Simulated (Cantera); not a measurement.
An isothermal, constant-pressure homogeneous reactor starts with CH4 : CO2 = 1 : 3 (molar parts), at 1525 K and 0.133 bar.

Detailed kinetics in Cantera: GRI-Mech 3.0 (53 species, 325 reactions).

Q: Predict: x(CH4) at 2.00 s; x(CO2) at 2.00 s; x(CH3) at 2.00 s; x(CH2) at 2.00 s; x(CO) at 2.00 s; x(C2H4) at 2.00 s.

A: 
- x(CH4) at 2.00 s: 0.0485 (gas-phase equilibrium 8.92e-10)
- x(CO2) at 2.00 s: 0.426 (gas-phase equilibrium 0.172)
- x(CH3) at 2.00 s: 0.000155 (gas-phase equilibrium 2.84e-12)
- x(CH2) at 2.00 s: 3.56e-8 (gas-phase equilibrium <1e-12)
- x(CO) at 2.00 s: 0.209 (gas-phase equilibrium 0.495)
- x(C2H4) at 2.00 s: 0.000565 (gas-phase equilibrium <1e-12)
